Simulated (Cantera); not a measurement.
Gas mixture: 17.2 % CO2, 82.8 % NO, at 1.00 atm, frozen composition.

Cantera's kinetic-theory transport with the Lennard-Jones parameters of GRI-Mech 3.0, ideal gas; thermal conductivity in the mixture-averaged form. The composition is frozen, though it would react at the higher temperatures.

D: mixture-averaged diffusion coefficient of that species in the mixture.

```csv
T (K),ρ (kg/m³),cp (J/kg/K),μ (µPa s),λ (mW/m/K),Pr,D (cm²/s) H2O,D (cm²/s) NO,D (cm²/s) CH4
400,0.988,984.4,22.4,31.1,0.710,0.368,0.261,0.353
500,0.790,1016,26.4,37.8,0.710,0.562,0.388,0.522
600,0.658,1049,30.1,44.4,0.711,0.788,0.533,0.715
700,0.564,1081,33.5,50.8,0.713,1.04,0.695,0.930
800,0.494,1110,36.7,…,0.715,…,…,…
900,0.439,1135,39.7,63.0,0.716,1.64,1.07,1.42
1000,0.395,1157,42.6,68.7,0.717,1.97,1.27,1.70
1100,0.359,1173,45.4,…,0.716,…,…,…
```

Question: What belongs in the gaps?

Answer: 
- 800, λ (mW/m/K): 57.0
- 800, D (cm²/s) H2O: 1.33
- 800, D (cm²/s) NO: 0.873
- 800, D (cm²/s) CH4: 1.17
- 1100, λ (mW/m/K): 74.3
- 1100, D (cm²/s) H2O: 2.32
- 1100, D (cm²/s) NO: 1.50
- 1100, D (cm²/s) CH4: 1.99
